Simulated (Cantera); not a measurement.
Input (Python, Cantera) and output of one run.

```python
import numpy as np
import cantera as ct

gas_names = """
    CL CLO CL2 N NO NO2 NO3 N2 N2O O O2 O3 Si SiCL SiCL2 SiCL3 SiCL4 SiN SiO SiO2 Si2 Si2N Si3
""".split()
cond_names = """
    Si(cr) Si(L) SiO2(Lqz) SiO2(hqz) SiO2(L) Si2N2O(s) Si3N4(a)
""".split()


# ... load() reads the species with a 1 bar reference pressure and builds the phases ...
atoms = {
    'SiCl4': {'Si': 1, 'CL': 4},
    'O2': {'O': 2},
    'N2': {'N': 2},
}
top_T = {'Si2N2O(s)': 2100, 'Si3N4(a)': 2400}  # K; cautious upper limits of use, not melting points


# ... equilibrate(T, P, feed) seeds the gas with the atoms and calls Mixture.equilibrate('TP', solver="vcs", rtol=1e-11, max_steps=5000) ...
results = []
feed = {'SiCl4': 1, 'O2': 0.27, 'N2': 190}  # mol
T = 1175  # K
P = 3000  # Pa
mix = equilibrate(T, P, feed)
results.append((T, P, feed, dict(zip(mix.species_names, mix.species_moles))))
print(gas.report(threshold=0.001))
for i in range(1, mix.n_phases):
    print(f"{mix.phase(i).name:16s} {mix.phase_moles(i):12.5e} mol")
```

It prints:

```
       temperature   1175 K
          pressure   3000 Pa
           density   0.0088015 kg/m^3
  mean mol. weight   28.662 kg/kmol
   phase of matter   gas

                          1 kg             1 kmol
                     ---------------   ---------------
          enthalpy        8.7562e+05        2.5097e+07  J
   internal energy        5.3477e+05        1.5328e+07  J
           entropy            9211.9        2.6403e+05  J/K
    Gibbs function       -9.9484e+06       -2.8514e+08  J
 heat capacity c_p            1179.4             33804  J/K
 heat capacity c_v            889.31             25489  J/K

                      mass frac. Y      mole frac. X     chem. pot. / RT
                     ---------------   ---------------   ---------------
                CL         0.0012449         0.0010065           -19.549
               CL2         0.0057354         0.0023186           -39.097
                N2           0.97041           0.99286           -28.809
             SiCL4           0.02261         0.0038146           -124.17
     [  +19 minor]        1.7669e-07        3.8329e-08

Si(cr)            0.00000e+00 mol
SiO2(hqz)         2.70000e-01 mol
Si2N2O(s)         0.00000e+00 mol
Si3N4(a)          0.00000e+00 mol
```

Method: chemical equilibrium by Gibbs-energy minimisation in Cantera with the NASA 1993 tables (ideal gas, pure condensed phases). The tables hold silica as quartz up to 1696 K and as liquid above; real silica turns to tridymite and cristobalite and melts near 1996 K.
